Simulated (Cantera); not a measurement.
Input: 1 mol Si2Cl6, 6.5 mol NH3, 12 mol N2, at 1025 °C and 52000 Pa.

Cantera equilibrium calculation (NASA polynomials, part measured and part estimated; ideal gas, pure solids and liquids). Candidate condensed phases: NH4Cl, Si, Si3N4; 28 gas species. The feed counts by its element totals alone. The tables' values for SiCl3 are old estimates; treat these amounts as uncertain. Equilibrium is a limit: real reactors are often held back by kinetics, nucleation or transport.

Base state: N2 0.526, H2 0.262, HCl 0.207, SiCl4 0.00409, SiHCl3 0.000233, SiCl3 0.000208, SiCl2 6.31e-5 (mole fractions); condensed: Si3N4(s).

What changes in the equilibrium state with this change: NH3 from 6.5 to 19 mol?


| species | before | after |
|---|---|---|
| H2 | 0.262 | 0.494 |
| N2 | 0.526 | 0.390 |
| HCl | 0.207 | 0.115 |
| SiCl4 | 0.00409 | 0.000135 |
| SiCl3 | 0.000208 | 1.69e-5 |
| SiHCl3 | 0.000233 | 2.60e-5 |
| SiCl2 | 6.31e-5 | 1.26e-5 |
| NH3 | 6.33e-6 | 1.41e-5 |
| Si3N4(s), mol | 0.626 | 0.663 |
